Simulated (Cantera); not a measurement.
**Thermodynamics of abatement and gas-phase synthesis, feed H2O + O2 + H2**

Charge: 1 mol H2O, 0.21 mol O2, 0.062 mol H2, at 10.0 mbar.

These are equilibrium values from Cantera (NASA tables, ideal gas, pure condensed phases), not measurements of a reactor. Candidate condensed phases: H2O; 9 gas species. Kinetics and transport are ignored.

From 750 °C to 2250 °C nothing is condensed.

| T (°C) | x H2O | x O2 | x OH | x H2 | x H | x O |
|---|---|---|---|---|---|---|
| 750 | 0.856 | 0.144 | 1.50e-6 | 3.85e-9 | 2.57e-12 | 1.18e-9 |
| 900 | 0.856 | 0.144 | 1.73e-5 | 1.61e-7 | 4.73e-10 | 5.31e-8 |
| 1050 | 0.856 | 0.144 | 0.000115 | 2.92e-6 | 2.71e-8 | 1.01e-6 |
| 1200 | 0.855 | 0.144 | 0.000518 | 2.95e-5 | 6.87e-7 | 1.06e-5 |
| 1350 | 0.854 | 0.144 | 0.00177 | 0.000195 | 9.66e-6 | 7.21e-5 |
| 1500 | 0.851 | 0.143 | 0.00490 | 0.000938 | 8.71e-5 | 0.000355 |
| 1650 | 0.841 | 0.142 | 0.0115 | 0.00352 | 0.000559 | 0.00136 |
| 1800 | 0.819 | 0.140 | 0.0236 | 0.0107 | 0.00273 | 0.00430 |
| 1950 | 0.769 | 0.138 | 0.0432 | 0.0272 | 0.0106 | 0.0116 |
| 2100 | 0.675 | 0.137 | 0.0703 | 0.0567 | 0.0332 | 0.0278 |
| 2250 | 0.525 | 0.134 | 0.101 | 0.0951 | 0.0857 | 0.0594 |
x: gas mole fraction; nothing condenses.
